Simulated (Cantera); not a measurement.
Source: NASA polynomial tables (part measured, part estimated), evaluated in Cantera. Values are per mole of reaction as written; species without (g) are pure solids or liquids, kept so even where they would boil at 1 bar.

9 Cl₂(g) + 3 B₂O₂(g) ⇌ 6 BCl₃(g) + 2 O₃(g)

```csv
T (K),ΔH° (kJ),ΔS° (J/K),ΔG° (kJ),log10 K
300,-766.0,-516.6,-611.0,106.39
2075,-734.6,-494.6,291.8,-7.34
2175,[?],[?],[?],[?]
2275,-727.5,-491.4,390.4,-8.96
2375,-723.7,-489.7,439.4,-9.66
2475,[?],[?],[?],[?]
2575,-715.3,-486.3,537.0,-10.89
2675,-710.9,-484.7,585.6,-11.43
2775,-706.4,-483.0,634.0,-11.93
```

Question: What belongs in the gaps?

Answer: 
- 2175, ΔH° (kJ): -731.2
- 2175, ΔS° (J/K): -493.0
- 2175, ΔG° (kJ): 341.1
- 2175, log10 K: -8.19
- 2475, ΔH° (kJ): -719.6
- 2475, ΔS° (J/K): -488.0
- 2475, ΔG° (kJ): 488.3
- 2475, log10 K: -10.31
